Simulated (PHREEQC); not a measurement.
A solution holds 0.085 mol NiSO4 per kg of water, at 25 °C. Closed to the air; pH follows from the charge balance.

The numbers come from PHREEQC with the ion-association model, wateq4f.dat.

Precipitation was switched off in this run.

Order these Ni species by the share of Ni that they hold, largest first: Ni(SO4)2-2, NiSO4, Ni+2.

Ni+2 (55 %), NiSO4 (45 %), Ni(SO4)2-2 (0.11 %)

Order these S species by the share of S that they hold, largest first: NiSO4, SO4-2, Ni(SO4)2-2.

SO4-2 (55 %), NiSO4 (45 %), Ni(SO4)2-2 (0.22 %)

The pH is 6.03 and the ionic strength 0.186 mol/kgw. Species that the database lacks are ignored.
